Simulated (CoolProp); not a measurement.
Vapour-liquid equilibrium of ethane (1) + n-perfluorobutane (2) at 210.1 K; x and y are mole fractions of (1).

Model: multi-fluid Helmholtz-energy mixture model, Bücker 2006 and Gao 2022; pair parameters Bell 2016, in CoolProp.

| x | bubble pressure, mixture model (kPa) | bubble pressure, Raoult's law (kPa) | y, mixture model | y, Raoult's law |
|---|---|---|---|---|
| 0.05 | 51.63 | 20.05 | 0.934 | 0.836 |
| 0.15 | 139.4 | 53.22 | 0.977 | 0.945 |
| 0.25 | 202.2 | 86.39 | 0.985 | 0.970 |
| 0.35 | 238.4 | 119.6 | 0.987 | 0.981 |
| 0.45 | 255.7 | 152.7 | 0.989 | 0.988 |
| 0.55 | 263.8 | 185.9 | 0.989 | 0.992 |
| 0.65 | 269.9 | 219.1 | 0.990 | 0.994 |
| 0.75 | 279.3 | 252.2 | 0.991 | 0.997 |
| 0.85 | 295.0 | 285.4 | 0.993 | 0.998 |
| 0.95 | 319.3 | 318.6 | 0.997 | 0.999 |

The largest gap from Raoult's law is +161.9 % in bubble pressure, at x = 0.15. No azeotrope shows between x = 0.05 and 0.95.

The pair parameters rest on a limited set of measurements; away from them the model extrapolates. With so large a gap from Raoult's law the liquid may split in two, which this calculation doesn't test in full.
